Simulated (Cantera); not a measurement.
# Pb + CO + H2 (iron carbonyl, mercury and lead vapours)

Feed: 1 mol Pb, a varied amount of CO, 0.2 mol H2, equilibrated at 777 °C and 1.80 bar.

Cantera equilibrium calculation (NASA polynomials, part measured and part estimated; ideal gas, pure solids and liquids). Candidate condensed phases: C, C6H6, C7H8, C8H18, H2O, Pb, PbO, PbO2, Pb3O4; 113 gas species. Rates play no part.

From 0.38 mol CO to 8.5 mol CO the condensed part is C(graphite) + Pb(l). The main Pb-bearing gas is Pb throughout.

```csv
n(CO) (mol),log p CO,log p H2,log p CO2,log p H2O,log p CH4,n C(graphite),n Pb(l)
0.38,-0.04,-0.23,-0.75,-1.01,-1.71,0.0712,1.000
1.3,0.08,-0.64,-0.51,-1.30,-2.51,0.248,1.000
2.2,0.10,-0.84,-0.46,-1.47,-2.92,0.417,1.000
3.1,0.12,-0.97,-0.44,-1.60,-3.19,0.585,1.000
4,0.12,-1.08,-0.43,-1.70,-3.40,0.753,1.000
4.9,0.13,-1.16,-0.42,-1.78,-3.57,0.921,1.000
5.8,0.13,-1.23,-0.41,-1.85,-3.71,1.09,1.000
6.7,0.13,-1.29,-0.41,-1.90,-3.83,1.26,1.000
7.6,0.13,-1.35,-0.41,-1.96,-3.93,1.42,1.000
8.5,0.13,-1.39,-0.41,-2.00,-4.03,1.59,1.000
```
log p: log10 of the partial pressure in bar; n: condensed amount in mol.
